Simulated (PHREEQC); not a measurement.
# Nickel, zinc or cadmium bath: speciation

Solution (5 °C): 15 mmol/kgw ZnSO4, 0.33 mmol/kgw NaOH and 8.2 mmol/kgw HCl. Closed to the air; pH follows from the charge balance.

Model: ion-association model, phreeqc.dat, run in PHREEQC.

Precipitation was switched off in this run.

**Question.** Estimate the pH.

**Answer.** pH 2.28.

**Question.** In which forms is S present?

**Answer.** SO4-2 57 %, ZnSO4 27 %, HSO4- 11 %, Zn(SO4)2-2 4.6 % of the S.

Species that the database lacks are ignored. At this temperature some constants are extrapolated from 25 °C, and those without enthalpy data are left unchanged.
